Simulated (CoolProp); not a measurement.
Vapour-liquid equilibrium of R125 (1) + cyclopropane (2) at 0.803 MPa; x and y are mole fractions of (1).

The numbers come from the multi-fluid Helmholtz-energy mixture model, Lemmon 2005 and Polt 1992; pair parameters Bell 2016 in CoolProp. This equation is an older, rougher fit; its heat capacities, sound speeds and derivatives of the liquid may be far off and weren't checked against measurements.

```
x     bubble temperature (K)  y at the bubble point  dew temperature at overall composition x (K)  liquid density (mol/L)
----  ----------------------  ---------------------  --------------------------------------------  ----------------------
0.05                   295.2                  0.185                                         300.2                   14.46
0.15                   287.1                  0.389                                         296.5                   14.09
0.25                   283.0                  0.491                                         292.7                   13.62
0.35                   280.7                  0.554                                         288.7                   13.14
0.45                   279.2                  0.602                                         284.6                   12.68
0.55                   278.3                  0.647                                         280.8                   12.26
0.65                   277.6                  0.696                                         278.2                   11.88
0.75                   277.3                  0.756                                         277.4                   11.53
0.85                   277.5                  0.833                                         277.6                   11.22
0.95                   278.3                  0.936                                         278.4                   10.91
```

y crosses x between x = 0.75 and 0.85: the model has an azeotrope there.

The pair parameters rest on a limited set of measurements; away from them the model extrapolates.
